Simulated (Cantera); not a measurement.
**Equilibrium for silicon etching in halogen gases: Si + F₂ + N₂ + HCl**

Charge: 1 mol Si, a varied amount of F₂, 0.49 mol N₂, 1.3 mol HCl, held at 923.15 K and 90.0 Torr.

Method: chemical equilibrium by Gibbs-energy minimisation in Cantera with the NASA 1993 tables (ideal gas, pure condensed phases). Candidate condensed phases: NH₄Cl, Si, Si₃N₄; 49 gas species. N₂ is the only nitrogen source here; it is nearly inert below about 1500 K, so the nitride shown seldom forms there in practice. The tables' values for SiCl₃ are old estimates; treat these amounts as uncertain. Kinetics and transport are ignored.

From 0.57 mol F₂ to 1.4 mol F₂ the condensed part is Si₃N₄(s). From 1.8 mol F₂ to 9.1 mol F₂ nothing is condensed. The main Si-bearing gas is SiF₄ throughout.

| n(F₂) (mol) | x F₂ | x HF | x SiF₄ | x HCl | x ClF | x H₂ | x N₂ | x SiCl₄ | x Cl₂ | x F | x NF₃ | n Si₃N₄(s) |
|---|---|---|---|---|---|---|---|---|---|---|---|---|
| 0.57 | <1e-12 | 0.000188 | 0.186 | 0.314 | <1e-12 | 0.267 | 0.0980 | 0.134 | 1.65e-12 | <1e-12 | <1e-12 | 0.170 |
| 0.72 | <1e-12 | 0.000192 | 0.217 | 0.301 | <1e-12 | 0.242 | 0.119 | 0.121 | 1.68e-12 | <1e-12 | <1e-12 | 0.146 |
| 0.9 | <1e-12 | 0.000193 | 0.249 | 0.285 | <1e-12 | 0.217 | 0.141 | 0.108 | 1.68e-12 | <1e-12 | <1e-12 | 0.118 |
| 1.1 | <1e-12 | 0.000192 | 0.278 | 0.269 | <1e-12 | 0.194 | 0.161 | 0.0971 | 1.67e-12 | <1e-12 | <1e-12 | 0.0859 |
| 1.4 | <1e-12 | 0.000189 | 0.314 | 0.247 | <1e-12 | 0.168 | 0.186 | 0.0840 | 1.63e-12 | <1e-12 | <1e-12 | 0.0375 |
| 1.8 | <1e-12 | 0.000331 | 0.347 | 0.347 | <1e-12 | 0.0771 | 0.189 | 0.0386 | 7.00e-12 | <1e-12 | <1e-12 | 0 |
| 2.3 | <1e-12 | 0.194 | 0.324 | 0.227 | 9.03e-9 | 2.37e-12 | 0.159 | <1e-12 | 0.0970 | 2.87e-12 | <1e-12 | 0 |
| 2.9 | 1.08e-7 | 0.352 | 0.271 | 3.06e-8 | 0.135 | <1e-12 | 0.133 | <1e-12 | 0.108 | 4.07e-5 | 2.30e-12 | 0 |
| 3.6 | 0.0520 | 0.292 | 0.225 | <1e-12 | 0.292 | <1e-12 | 0.110 | <1e-12 | 1.04e-6 | 0.0283 | 0.000703 | 0 |
| 4.5 | 0.188 | 0.240 | 0.185 | <1e-12 | 0.240 | <1e-12 | 0.0884 | <1e-12 | 1.94e-7 | 0.0539 | 0.00433 | 0 |
| 5.7 | 0.312 | 0.195 | 0.150 | <1e-12 | 0.194 | <1e-12 | 0.0694 | <1e-12 | 7.68e-8 | 0.0695 | 0.00823 | 0 |
| 7.2 | 0.417 | 0.158 | 0.122 | <1e-12 | 0.157 | <1e-12 | 0.0540 | <1e-12 | 3.77e-8 | 0.0802 | 0.0112 | 0 |
| 9.1 | 0.504 | 0.127 | 0.0980 | <1e-12 | 0.127 | <1e-12 | 0.0415 | <1e-12 | 2.02e-8 | 0.0882 | 0.0130 | 0 |
x: gas mole fraction; n: condensed amount in mol.
